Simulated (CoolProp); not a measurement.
Properties of methane along the isotherm 199.5 K (Tc = 190.6 K, pc = 45.99 bar, ω = 0.011).

Model: reference Helmholtz-energy equation of state, Setzmann 1991, in CoolProp.

```csv
p (bar),phase,Joule-Thomson coefficient (K/MPa),isothermal compressibility (1/MPa),expansivity (1/kK)
0.727,gas,9.324,13.82,5.082
1.17,gas,(withheld),8.611,5.125
1.9,gas,(withheld),5.328,5.198
3.07,gas,9.383,3.324,5.318
4.95,gas,9.429,2.088,5.522
8,gas,9.501,(withheld),5.885
12.9,gas,9.610,0.8535,6.570
20.9,gas,(withheld),0.5707,(withheld)
33.8,gas,9.874,0.4272,12.47
54.5,supercritical,7.896,(withheld),65.13
88.1,supercritical,(withheld),0.04531,15.33
142,supercritical,0.3966,0.01573,7.520
230,supercritical,(withheld),0.007797,4.799
```

Problem. What belongs in the gaps?

Solution. 
- 1.17, Joule-Thomson coefficient (K/MPa): 9.335
- 1.9, Joule-Thomson coefficient (K/MPa): 9.354
- 8, isothermal compressibility (1/MPa): 1.322
- 20.9, Joule-Thomson coefficient (K/MPa): 9.763
- 20.9, expansivity (1/kK): 8.065
- 54.5, isothermal compressibility (1/MPa): 0.6666
- 88.1, Joule-Thomson coefficient (K/MPa): 1.353
- 230, Joule-Thomson coefficient (K/MPa): -0.03581
